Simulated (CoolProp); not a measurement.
Properties of carbon dioxide along the isotherm 62.65 °C (Tc = 31.0 °C, pc = 7.377 MPa, ω = 0.224).

Model: reference Helmholtz-energy equation of state, Span 1996, in CoolProp.

| p (MPa) | phase | viscosity (µPa s) | conductivity (mW/(m K)) |
|---|---|---|---|
| 1.84 | gas | 17.0 | 20.6 |
| 3.69 | gas | 17.4 | 22.1 |
| 5.53 | gas | 18.1 | 24.4 |
| 7.38 | supercritical | 19.4 | 28.2 |
| 9.22 | supercritical | 21.6 | 34.7 |
| 11.1 | supercritical | 26.2 | 45.6 |
| 12.9 | supercritical | 33.9 | 56.4 |
| 14.8 | supercritical | 42.5 | 63.5 |
| 16.6 | supercritical | 49.0 | 68.6 |
| 18.4 | supercritical | 54.3 | 73.0 |

Viscosity comes from a separate model (Laesecke 2017). Thermal conductivity comes from a separate model (Huber 2016).
